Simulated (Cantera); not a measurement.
# Thermal oxidation and active oxidation of silicon: Si + O2 + H2

Feed: 1 mol Si, 0.35 mol O2, 4.8 mol H2, at 100000 Pa.

Equilibrium computed with Cantera from the NASA thermochemical tables; the gas is ideal and each condensed phase is pure. Candidate condensed phases: H2O, Si, SiO2; 18 gas species. Each liquid is taken as pure. Mutual solubility and eutectic melting of coexisting phases are not modelled. The tables hold silica as quartz up to 1696 K and as liquid above; real silica turns to tridymite and cristobalite and melts near 1996 K. Gases not in the tables: Si2H6 and higher silanes. Kinetics and transport are ignored.

```csv
T (K),log p H2,log p SiO,log p H,log p SiH2,log p H2O,log p Si,log p SiH,n Si(s),n SiO2(β-quartz),n Si(l),n SiO2(condensed)
1525,0.00,-3.09,-4.63,-5.69,-5.37,-7.72,-7.26,0.648,0.348,0,0
1575,0.00,-2.72,-4.38,-5.43,-5.15,-7.24,-6.86,0.645,0.345,0,0
1625,0.00,-2.38,-4.15,-5.18,-4.95,-6.79,-6.49,0.640,0.340,0,0
1675,0.00,-2.05,-3.94,-4.95,-4.76,-6.36,-6.14,0.628,0.328,0,0
1725,-0.01,-1.76,-3.73,-4.77,-4.57,-5.99,-5.84,0,0,0.608,0.308
1775,-0.01,-1.50,-3.55,-4.62,-4.39,-5.66,-5.58,0,0,0.572,0.272
1825,-0.03,-1.25,-3.37,-4.47,-4.22,-5.34,-5.33,0,0,0.508,0.208
1875,-0.04,-1.02,-3.21,-4.35,-4.07,-5.04,-5.10,0,0,0.397,0.0964
1925,-0.06,-0.90,-3.05,-4.23,-4.03,-4.76,-4.88,0,0,0.300,0
1975,-0.06,-0.90,-2.89,-4.10,-4.09,-4.49,-4.66,0,0,0.300,0
2025,-0.06,-0.90,-2.75,-3.97,-4.14,-4.23,-4.46,0,0,0.299,0
```
log p: log10 of the partial pressure in bar; n: condensed amount in mol.

From 1525 K to 1675 K the condensed part is Si(s) + SiO2(β-quartz). From 1725 K to 1875 K the condensed part is Si(l) + SiO2(condensed). From 1925 K to 2025 K the condensed part is Si(l). The main Si-bearing gas is SiO throughout. The share of Si in condensed phases is highest at 1525 K (99.6 %) and lowest at 2025 K (29.9 %).
